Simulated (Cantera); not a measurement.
## SiCl4 + N2 (silicon nitride deposition)

Feed: 1 mol SiCl4, 7.8 mol N2, at 1248.15 K.

Equilibrium computed with Cantera from the NASA thermochemical tables; the gas is ideal and each condensed phase is pure. Candidate condensed phases: Si, Si3N4; 13 gas species. The tables' values for SiCl3 are old estimates; treat these amounts as uncertain. Kinetics and transport are ignored.

```csv
P (Pa),x N2,x SiCl4,x Cl,x SiCl3,x SiCl2,x Cl2
5,0.884,0.111,0.00300,0.00231,0.000349,7.64e-6
17,0.885,0.112,0.00155,0.00133,0.000114,6.93e-6
59,0.886,0.113,0.000803,0.000745,3.55e-5,6.48e-6
210,0.886,0.113,0.000415,0.000407,1.05e-5,6.16e-6
710,0.886,0.113,0.000221,0.000226,3.26e-6,5.90e-6
2400,0.886,0.113,0.000117,0.000126,1.01e-6,5.61e-6
8400,0.886,0.114,6.04e-5,7.02e-5,3.13e-7,5.21e-6
29000,0.886,0.114,3.08e-5,3.99e-5,1.01e-7,4.67e-6
100000,0.886,0.114,1.53e-5,2.32e-5,3.43e-8,3.99e-6
```
x: gas mole fraction; nothing condenses.

From 0.0375 Torr to 750 Torr nothing is condensed. The main Si-bearing gas is SiCl4 throughout.
